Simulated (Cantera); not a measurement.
A closed system holds: 1 mol AlN, 0.45 mol HCl, 0.039 mol N₂, at 2180 Torr.

Equilibrium computed with Cantera from the NASA thermochemical tables; the gas is ideal and each condensed phase is pure. Candidate condensed phases: Al, AlCl₃, AlN, NH₄Cl; 20 gas species. Kinetics and transport are ignored.

Over these rows the condensed part is AlN(s). Partial pressures as log10 of bar:

```tsv
T (K)	1000/T (1/K)	log p AlCl	log p H₂	log p AlCl₃	log p N₂	log p HCl
1075	0.9302	-8.35	0.06	-0.14	-0.21	-0.41
1175	0.8511	-6.90	0.06	-0.12	-0.21	-0.42
1275	0.7843	?	0.06	-0.12	-0.21	-0.44
1375	0.7273	-4.66	0.06	-0.11	-0.21	-0.45
1475	0.6780	-3.77	0.06	-0.11	-0.21	-0.46
1575	0.6349	-3.00	0.07	-0.12	-0.21	-0.47
```

Problem. Fit log p(AlCl) = a + b·(1000/T) to the five rows, give the apparent enthalpy, and predict the row at 1275 K.

Solution. Means: 1000/T = 0.7643, log p = -5.336. Sxy = -1.098214, Sxx = 0.0606181, so b = -18.12 and a = -5.336 − (-18.12)×0.7643 = 8.51.
Apparent enthalpy: −19.145 × (-18.12) = 347 kJ/mol. With the condensed phases at unit activity, 2/3 AlN(s) + 1/3 AlCl₃(g) = AlCl(g) + 1/3 N₂(g) links this pressure to the main gases: over the six rows their terms move log p by +0.01 in all, so the slope is close to that reaction's ΔH°. The five rows lie within 0.01 of the line.
Prediction at 1275 K: 8.51 + (-18.12)×0.7843 = -5.70. The computed value is -5.69, 0.01 from the line.
